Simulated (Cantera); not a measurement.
## Hydrocarbon pyrolysis for carbon deposition

A perfectly stirred reactor is fed with 1.19 % C2H6, 98.8 % N2, at 32000 Pa; it is held at 1325 K, and followed from long to short residence time.

Cantera simulation using GRI-Mech 3.0 (53 species, 325 reactions); the numbers are that mechanism's predictions, not measurements. GRI-Mech 3.0 stops at C3 and has no aromatics, soot or wall deposition, so with more carbon than oxygen in the feed, carbon stays in small species such as C2H2 where larger ones or solid carbon would form.

```json
[
 {"τ (s)": "17", "x C2H6": "2.02e-5", "x CH4": "0.00282", "x CH3": "5.30e-6", "x CH2": "3.17e-10", "x HCN": "8.62e-9"},
 {"τ (s)": "5.0", "x C2H6": "4.35e-5", "x CH4": "0.00245", "x CH3": "7.46e-6", "x CH2": "7.16e-10", "x HCN": "9.99e-9"},
 {"τ (s)": "1.4", "x C2H6": "0.000100", "x CH4": "0.00222", "x CH3": "1.10e-5", "x CH2": "1.67e-9", "x HCN": "1.11e-8"},
 {"τ (s)": "0.41", "x C2H6": "0.000238", "x CH4": "0.00215", "x CH3": "1.68e-5", "x CH2": "3.80e-9", "x HCN": "1.16e-8"},
 {"τ (s)": "0.12", "x C2H6": "0.000606", "x CH4": "0.00214", "x CH3": "2.72e-5", "x CH2": "8.74e-9", "x HCN": "1.17e-8"},
 {"τ (s)": "0.034", "x C2H6": "0.00168", "x CH4": "0.00190", "x CH3": "4.71e-5", "x CH2": "2.05e-8", "x HCN": "1.15e-8"},
 {"τ (s)": "0.0098", "x C2H6": "0.00443", "x CH4": "0.00120", "x CH3": "7.98e-5", "x CH2": "4.07e-8", "x HCN": "1.02e-8"},
 {"τ (s)": "0.0028", "x C2H6": "0.00851", "x CH4": "0.000421", "x CH3": "0.000107", "x CH2": "5.24e-8", "x HCN": "7.45e-9"},
 {"τ (s)": "0.00081", "x C2H6": "0.0109", "x CH4": "9.64e-5", "x CH3": "9.81e-5", "x CH2": "3.97e-8", "x HCN": "4.07e-9"}
]
```
x: mole fraction; the columns are a selection and need not sum to one.
